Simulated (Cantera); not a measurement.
An isothermal, constant-pressure homogeneous reactor starts with CH4 : N2 = 1 : 170 (molar parts), at 1375 K and 0.00230 bar. Integrator tolerance rtol = 1e-08.

Detailed kinetics in Cantera: GRI-Mech 3.0 (53 species, 325 reactions). GRI-Mech 3.0 stops at C3 and has no aromatics, soot or wall deposition, so with more carbon than oxygen in the feed, carbon stays in small species such as C2H2 where larger ones or solid carbon would form. Radical loss at walls, strong at low pressure, is not modelled.

Task: What does this change do: pressure from 0.00230 bar to 0.0320 bar?

Result: 
```tsv
quantity	before	after
x(CH4) at 20.0 s	0.00583 (gas-phase equilibrium 8.71e-8)	0.00469 (gas-phase equilibrium 1.21e-6)
x(H) at 20.0 s	1.06e-8 (gas-phase equilibrium 6.72e-6)	3.06e-7 (gas-phase equilibrium 1.80e-6)
x(C2H2) at 20.0 s	5.81e-7 (gas-phase equilibrium 0.000159)	0.000482 (gas-phase equilibrium 0.000159)
x(HCN) at 20.0 s	<1e-12 (gas-phase equilibrium 0.00550)	2.23e-9 (gas-phase equilibrium 0.00549)
x(H2) at 20.0 s	1.53e-5 (gas-phase equilibrium 0.00872)	0.00162 (gas-phase equilibrium 0.00872)
x(CH2) at 20.0 s	6.32e-10 (gas-phase equilibrium <1e-12)	1.76e-9 (gas-phase equilibrium <1e-12)
```
